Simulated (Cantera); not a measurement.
Input: 1 mol SiHCl₃, 130 mol H₂, held at 1102 °C and 660 Pa.

Method: chemical equilibrium by Gibbs-energy minimisation in Cantera with the NASA 1993 tables (ideal gas, pure condensed phases). Candidate condensed phases: Si; 19 gas species. The tables' values for SiCl₃ are old estimates; treat these amounts as uncertain. Rates play no part.

Base state: H₂ 0.978, HCl 0.0203, SiCl₂ 0.00121, H 4.17e-5, SiCl₃ 1.21e-5 (mole fractions); condensed: Si(s).

**Question.** What changes in the equilibrium state with this change: H₂ from 130 to 5 mol?

**Answer.** 
```json
[
 {"species": "H₂", "before": "0.978", "after": "0.712"},
 {"species": "HCl", "before": "0.0203", "after": "0.164"},
 {"species": "SiCl₂", "before": "0.00121", "after": "0.108"},
 {"species": "SiCl₃", "before": "1.21e-5", "after": "0.0103"},
 {"species": "SiCl₄", "before": "5.56e-7", "after": "0.00447"},
 {"species": "SiHCl₃", "before": "1.71e-6", "after": "0.00124"},
 {"species": "SiH₂Cl₂", "before": "7.81e-7", "after": "5.10e-5"},
 {"species": "Si(s), mol", "before": "0.838", "after": "0.138"}
]
```
